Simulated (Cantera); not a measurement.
Feed: 1 mol Si, 0.89 mol Cl2, 19 mol H2, equilibrated at 1348 K and 90.0 Torr.

Equilibrium computed with Cantera from the NASA thermochemical tables; the gas is ideal and each condensed phase is pure. Candidate condensed phases: Si; 19 gas species. The tables' values for SiCl3 are old estimates; treat these amounts as uncertain. Rates play no part.

Base state: H2 0.929, HCl 0.0573, SiCl2 0.00990, SiCl3 0.00151, SiCl4 0.00116, SiHCl3 0.00107, SiH2Cl2 0.000144 (mole fractions); condensed: Si(s).

Question: What changes in the equilibrium state with this change: pressure from 90.0 Torr to 218 Torr?

Answer: 
| species | before | after |
|---|---|---|
| H2 | 0.929 | 0.933 |
| HCl | 0.0573 | 0.0528 |
| SiCl2 | 0.00990 | 0.00840 |
| SiH3Cl | 5.48e-6 | 1.23e-5 |
| SiH2Cl2 | 0.000144 | 0.000296 |
| Si(s), mol | 0.726 | 0.711 |
